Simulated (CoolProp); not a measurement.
Properties of acetone along the isotherm 76.05 °C (Tc = 235.0 °C, pc = 4692 kPa, ω = 0.307).

Model: reference Helmholtz-energy equation of state, Lemmon 2006, in CoolProp. It is a short technical equation, of lower accuracy than the large ones.

```
p (kPa)   phase  density (kg/m³)  cp (kJ/(kg K))  cv (kJ/(kg K))  Joule-Thomson coefficient (K/MPa)  fugacity coefficient
-------  ------  ---------------  --------------  --------------  ---------------------------------  --------------------
7.42        gas           0.1488           1.443           1.297                              58.34                0.9973
12.5        gas           0.2512           1.448           1.300                              58.38                0.9954
21.1        gas           0.4254           1.458           1.307                              58.44                0.9923
35.7        gas           0.7237           1.475           1.318                              58.54                0.9869
60.2        gas            1.232           1.504           1.336                              58.72                0.9779
102         gas            2.123           1.559           1.370                              59.06                0.9625
171         gas            3.668           1.661           1.430                              59.70                0.9371
289      liquid            724.9           2.295           1.645                            -0.2386                0.6185
488      liquid            725.2           2.294           1.645                            -0.2397                0.3683
824      liquid            725.7           2.293           1.645                            -0.2415                0.2202
1390     liquid            726.6           2.290           1.645                            -0.2445                0.1326
2350     liquid            728.1           2.285           1.645                            -0.2494               0.08050
```
